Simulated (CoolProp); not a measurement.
Vapour pressure (MPa) of chlorine: the reference equation beside estimates from Tc = 143.7 °C, pc = 7.642 MPa, ω = 0.070. Clausius-Clapeyron is anchored at 43.25 °C with a constant enthalpy of vaporisation of 16.50 kJ/mol.

Model: reference Helmholtz-energy equation of state, Thol 2021, in CoolProp.

| T (°C) | reference | Lee-Kesler | Clausius-Clapeyron | Redlich-Kwong | Soave-Redlich-Kwong | Peng-Robinson |
|---|---|---|---|---|---|---|
| 20.85 | 0.6920 | 0.6914 | 0.7657 | 0.7116 | 0.6915 | 0.6923 |
| 28.25 | ? | 0.8436 | 0.9036 | 0.8729 | 0.8448 | 0.8437 |
| 35.75 | 1.027 | 1.021 | 1.060 | 1.061 | 1.024 | 1.021 |
| 43.25 | 1.235 | 1.225 | 1.235 | 1.277 | 1.230 | 1.224 |
| 50.75 | 1.471 | 1.456 | 1.428 | 1.522 | 1.465 | 1.456 |
| 58.25 | ? | 1.718 | 1.640 | 1.797 | 1.731 | 1.718 |
| 65.65 | 2.033 | 2.007 | 1.869 | 2.101 | 2.025 | 2.009 |
| 73.15 | ? | 2.334 | 2.122 | 2.443 | 2.359 | 2.338 |
| 80.65 | ? | 2.697 | 2.395 | 2.821 | ? | 2.706 |
| 88.15 | 3.146 | 3.100 | 2.691 | 3.236 | 3.140 | 3.113 |
| 95.65 | 3.597 | 3.545 | 3.009 | 3.692 | 3.593 | 3.564 |
| 103.05 | 4.084 | 4.028 | 3.345 | 4.181 | 4.083 | 4.052 |
| 110.55 | 4.622 | ? | 3.708 | 4.718 | 4.626 | 4.595 |

Q: What belongs in the gaps?

A: 
- 28.25, reference: 0.8464
- 58.25, reference: 1.737
- 73.15, reference: 2.366
- 80.65, reference: 2.737
- 80.65, Soave-Redlich-Kwong: 2.730
- 110.55, Lee-Kesler: 4.566

Absolute difference from the reference over all 13 rows, mean and median: Lee-Kesler 1.0 and 1.2 %, Clausius-Clapeyron 9.9 and 10.3 %, Redlich-Kwong 3.0 and 3.1 %, Soave-Redlich-Kwong 0.2 and 0.3 %, Peng-Robinson 0.8 and 0.9 %.
